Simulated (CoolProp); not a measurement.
Aqueous ethylene glycol as a coolant, at 30 °C, 1 atm.

The numbers come from the Melinder's fits for secondary coolants in CoolProp.

| mass % | freezing point (°C) | viscosity (mPa s) | conductivity (W/(m K)) | density (kg/m³) | Prandtl number |
|---|---|---|---|---|---|
| 3.7 | -1.2 | 0.861 | 0.597 | 999.8 | 5.96 |
| 12.4 | -4.3 | 1.05 | 0.555 | 1011 | 7.65 |
| 21.1 | -8.6 | ___ | 0.514 | 1022 | 9.95 |
| 29.8 | ___ | 1.63 | 0.475 | ___ | 12.9 |
| 38.4 | -22.1 | 2.02 | 0.439 | 1045 | 16.5 |
| 47.1 | -32.1 | 2.53 | 0.406 | 1056 | 21.3 |
| 55.8 | -44.5 | 3.18 | 0.375 | 1066 | 27.5 |

Problem. Fill in the missing entries.

Solution. 
- 21.1, viscosity (mPa s): 1.31
- 29.8, freezing point (°C): -14.4
- 29.8, density (kg/m³): 1033
